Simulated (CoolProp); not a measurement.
The fluid at 298.15 K and 0.191 MPa flows at 20 m/s in a round tube of 20 mm bore and 1.5 µm roughness, fully developed (64/Re and Nu = 3.66 if laminar; Colebrook and Gnielinski if turbulent). The same conditions are run with several fluids, on thermodynamics alone (safety and materials aside).

Computed with CoolProp (reference Helmholtz-energy equation of state of each fluid (methane: Setzmann 1991; ammonia: Gao 2020; R134a: Tillner-Roth 1994; oxygen: Schmidt 1985; R152A: Outcalt 1996)).

```csv
fluid,Reynolds number,Darcy friction factor,pressure drop (Pa/m),heat-transfer coefficient (W/(m² K)),mass flow (kg/h)
methane,44300,0.0217,269,168,28.1
ammonia,53200,0.0209,280,160,30.3
R134a,278000,0.0154,1260,300,185
oxygen,48000,0.0213,527,137,55.8
R152A,191000,0.0164,868,248,120
```

Transport values come from each fluid's own correlations; those of R134a, R152A are estimates that may be off by 10 % or more.
